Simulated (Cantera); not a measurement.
Feed: 1 mol PbO, 40 mol N2, at 1075 K and 570000 Pa.

Cantera equilibrium calculation (NASA polynomials, part measured and part estimated; ideal gas, pure solids and liquids). Candidate condensed phases: Pb, PbO, PbO2, Pb3O4; 12 gas species. Rates play no part.

Base state: N2 1.000 (mole fractions); condensed: PbO(yellow).

### Question
What changes in the equilibrium state with this change: 0.68 mol H2 added?

### Answer
```tsv
species	before	after
N2	1.000	0.983
H2O	0	0.0167
Pb	1.06e-7	1.33e-5
PbO(yellow), mol	1.000	0.320
Pb(l), mol	0	0.679
```
Mutual solubility and eutectic melting of coexisting phases are not modelled. Further candidate phases: H2O.

### Question
What changes in the equilibrium state with this change: PbO replaced by Pb?

### Answer
```json
[
 {"species": "N2", "before": "1.000", "after": "1.000"},
 {"species": "Pb", "before": "1.06e-7", "after": "1.33e-5"},
 {"species": "PbO(yellow), mol", "before": "1.000", "after": "0"},
 {"species": "Pb(l), mol", "before": "0", "after": "0.999"}
]
```

### Question
What changes in the equilibrium state with this change: PbO replaced by Fe(CO)5?

### Answer
```
species           before    after
----------------  ------  -------
N2                 1.000    0.895
CO                     0   0.0973
CO2                    0  0.00733
PbO(yellow), mol   1.000        0
C(graphite), mol       0    0.327
Fe(α), mol             0     1.00
```
Condensed phases not in the tables: cementite and carbon dissolved in iron. Further candidate phases: C, Fe, Fe(CO)5, FeO, Fe2O3, Fe3O4.
